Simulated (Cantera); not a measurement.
A Cantera script and what it prints.

```python
import numpy as np
import cantera as ct

gas_names = """
    CL CLO CL2 H HCL HNO HNO2 HNO3 HOCL HO2 H2 H2O H2O2 N NH NH2 NH3 NH2OH NO NO2 NO3 N2 N2H2 N2H4 N2O O
    OH O2 O3 Sr SrCL SrCL2 SrO SrOH SrO2H2
""".split()
cond_names = """
    H2O(s) H2O(L) NH4CL(a) NH4CL(b) Sr(a) Sr(b) Sr(L) SrCL2(a) SrCL2(b) SrCL2(L) SrO(s) SrO(L) SrO2H2(s)
    SrO2H2(L)
""".split()


# ... load() reads the species with a 1 bar reference pressure and builds the phases ...
atoms = {
    'SrCl2': {'Sr': 1, 'CL': 2},
    'H2': {'H': 2},
    'N2': {'N': 2},
    'O2': {'O': 2},
}
top_T = {}  # K; cautious upper limits of use, not melting points


# ... equilibrate(T, P, feed) seeds the gas with the atoms and calls Mixture.equilibrate('TP', solver="vcs", rtol=1e-11, max_steps=5000) ...
results = []
feed = {'SrCl2': 1, 'H2': 1, 'N2': 80, 'O2': 2.2}  # mol
T = 1823  # K
P = 10000  # Pa
mix = equilibrate(T, P, feed)
results.append((T, P, feed, dict(zip(mix.species_names, mix.species_moles))))
x = sorted(zip(gas.X, gas.species_names), reverse=True)
print(f"T = {T:g} K  P = {P:g} Pa  gas = {mix.phase_moles(0):.4g} mol")
print("   x: " + "  ".join(f"{s} {v:.3e}" for v, s in x if v > 1e-06))
print("   condensed (mol): " + ("  ".join(f"{mix.phase(i).name} {mix.phase_moles(i):.4g}"
      for i in range(1, mix.n_phases) if mix.phase_moles(i) > 1e-12) or "none"))
```

It prints:

```
T = 1823 K  P = 10000 Pa  gas = 83.72 mol
   x: N2 9.548e-01  O2 1.932e-02  H2O 1.063e-02  SrCL2 1.047e-02  HCL 2.344e-03  NO 1.499e-03  CL 6.107e-04  OH 2.526e-04  O 6.630e-05  H2 1.609e-05  H 5.496e-06  SrO2H2 1.771e-06  SrCL 1.417e-06
   condensed (mol): SrO(s) 0.1235
```

Method: chemical equilibrium by Gibbs-energy minimisation in Cantera with the NASA 1993 tables (ideal gas, pure condensed phases). Condensed phases not in the tables: oxide chlorides.
